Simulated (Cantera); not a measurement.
# Fe3O4 + HCl + Cl2 (chemical vapour transport)

Feed: 1 mol Fe3O4, 0.86 mol HCl, 0.023 mol Cl2, equilibrated at 1025 K and 52000 Pa.

Cantera equilibrium calculation (NASA polynomials, part measured and part estimated; ideal gas, pure solids and liquids). Candidate condensed phases: Fe, FeCl2, FeCl3, FeO, Fe(OH)2, Fe(OH)3, Fe2O3, Fe3O4, H2O; 22 gas species. Mutual solubility and eutectic melting of coexisting phases are not modelled. The numbers say what is thermodynamically allowed, not how fast it happens.

```
Item                                       Result
-------------------------------------  ----------
x(HCl)                                      0.879
x(H2O)                                     0.0571
x(FeCl2)                                   0.0303
x(FeCl3)                                   0.0296
x(Fe2Cl4)                                 0.00359
x(Fe2Cl6)                                0.000599
x(Cl2)                                    4.42e-5
x(Cl)                                     5.16e-6
n(Fe2O3(s))                            0.0881 mol
n(Fe3O4(s))                             0.922 mol
gas amount                             0.8661 mol
log10 activity of FeCl2(l) (absent)         -0.29
log10 activity of Fe(α) (absent)            -6.75
log10 activity of Fe(OH)2(s) (absent)       -7.65
```
